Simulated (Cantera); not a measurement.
## Ti + O2 + H2 (titanium nitride, carbide and oxide coatings)

A closed system holds: 1 mol Ti, 0.33 mol O2, 93 mol H2, at 2200 K.

These are equilibrium values from Cantera (NASA tables, ideal gas, pure condensed phases), not measurements of a reactor. Candidate condensed phases: H2O, Ti, TiO, TiO2, Ti2O3, Ti3O5, Ti4O7; 12 gas species. Each liquid is taken as pure. Mutual solubility and eutectic melting of coexisting phases are not modelled. TiO: taken at fixed stoichiometry. Condensed phases not in the tables: N, O or C dissolved in the metal. Equilibrium is a limit: real reactors are often held back by kinetics, nucleation or transport.

```json
[
 {"P (Pa)": "10", "log p H2": "-4.25", "log p H": "-4.37", "log p TiO": "-6.27", "log p Ti": "-6.53", "log p H2O": "-8.25", "n TiO(l)": "0", "n Ti(l)": "0"},
 {"P (Pa)": "46", "log p H2": "-3.46", "log p H": "-3.98", "log p TiO": "-5.55", "log p Ti": "-5.82", "log p H2O": "-7.46", "n TiO(l)": "0", "n Ti(l)": "0"},
 {"P (Pa)": "220", "log p H2": "-2.71", "log p H": "-3.61", "log p TiO": "-4.93", "log p Ti": "-5.11", "log p H2O": "-6.80", "n TiO(l)": "0.122", "n Ti(l)": "0"},
 {"P (Pa)": "1000", "log p H2": "-2.03", "log p H": "-3.26", "log p TiO": "-4.93", "log p Ti": "-4.45", "log p H2O": "-6.78", "n TiO(l)": "0.546", "n Ti(l)": "0"},
 {"P (Pa)": "4600", "log p H2": "-1.35", "log p H": "-2.92", "log p TiO": "-4.93", "log p Ti": "-3.97", "log p H2O": "-6.58", "n TiO(l)": "0.636", "n Ti(l)": "0.120"},
 {"P (Pa)": "22000", "log p H2": "-0.66", "log p H": "-2.58", "log p TiO": "-4.93", "log p Ti": "-3.97", "log p H2O": "-5.90", "n TiO(l)": "0.654", "n Ti(l)": "0.295"},
 {"P (Pa)": "100000", "log p H2": "0.00", "log p H": "-2.25", "log p TiO": "-4.93", "log p Ti": "-3.97", "log p H2O": "-5.24", "n TiO(l)": "0.658", "n Ti(l)": "0.331"}
]
```
log p: log10 of the partial pressure in bar; n: condensed amount in mol.

From 10.0 Pa to 46.0 Pa nothing is condensed. From 220 Pa to 1000 Pa the condensed part is TiO(l). From 4600 Pa to 100000 Pa the condensed part is Ti(l) + TiO(l). The main Ti-bearing gas is TiO at 10.0 Pa and Ti at 100000 Pa.
